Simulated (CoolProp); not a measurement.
Vapour-liquid equilibrium of R125 (1) + cyclopropane (2) at 290.4 K; x and y are mole fractions of (1).

Model: multi-fluid Helmholtz-energy mixture model, Lemmon 2005 and Polt 1992; pair parameters Bell 2016, in CoolProp. This equation is an older, rougher fit; its heat capacities, sound speeds and derivatives of the liquid may be far off and weren't checked against measurements.

| x | bubble pressure, mixture model (MPa) | bubble pressure, Raoult's law (MPa) | y, mixture model | y, Raoult's law |
|---|---|---|---|---|
| 0.05 | 0.7070 | 0.6110 | 0.192 | 0.091 |
| 0.125 | 0.8416 | 0.6510 | 0.348 | 0.215 |
| 0.2 | 0.9343 | 0.6909 | 0.437 | 0.323 |
| 0.275 | 0.9996 | 0.7309 | 0.497 | 0.420 |
| 0.35 | 1.047 | 0.7709 | 0.542 | 0.507 |
| 0.425 | 1.084 | 0.8109 | 0.580 | 0.586 |
| 0.5 | 1.112 | 0.8509 | 0.617 | 0.657 |
| 0.575 | 1.135 | 0.8908 | 0.654 | 0.721 |
| 0.65 | 1.152 | 0.9308 | 0.695 | 0.780 |
| 0.725 | 1.163 | 0.9708 | 0.742 | 0.834 |
| 0.8 | 1.165 | 1.011 | 0.796 | 0.884 |
| 0.875 | 1.157 | 1.051 | 0.861 | 0.930 |
| 0.95 | 1.138 | 1.091 | 0.939 | 0.973 |

The largest gap from Raoult's law is +36.8 % in bubble pressure, at x = 0.275. y crosses x between x = 0.725 and 0.8: the model has an azeotrope there.

Pair parameters are fitted to limited data, so mixtures are less certain than the pure fluids.
